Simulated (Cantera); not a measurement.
A closed system holds: 1 mol Si3N4, 0.022 mol H2, held at 1898 K and 7.50 Torr.

Equilibrium computed with Cantera from the NASA thermochemical tables; the gas is ideal and each condensed phase is pure. Candidate condensed phases: Si, Si3N4; 18 gas species. The tables' values for SiN are old estimates; treat these amounts as uncertain. Equilibrium is a limit: real reactors are often held back by kinetics, nucleation or transport.

Base state: N2 0.987, H2 0.0105, Si 0.00123, H 0.000799, Si2N 5.96e-5, SiN 4.11e-5, SiH 1.10e-5 (mole fractions); condensed: Si(l).

Q: What changes in the equilibrium state with this change: temperature from 1898 K to 1798 K?

A: 
```
species          before     after
-------------  --------  --------
N2                0.987     0.852
H2               0.0105     0.146
H              0.000799   0.00135
Si              0.00123  0.000308
SiN             4.11e-5   1.27e-5
Si2N            5.96e-5   2.04e-5
Si(l), mol         3.00     0.192
Si3N4(s), mol         0     0.936
```
Mutual solubility and eutectic melting of coexisting phases are not modelled.
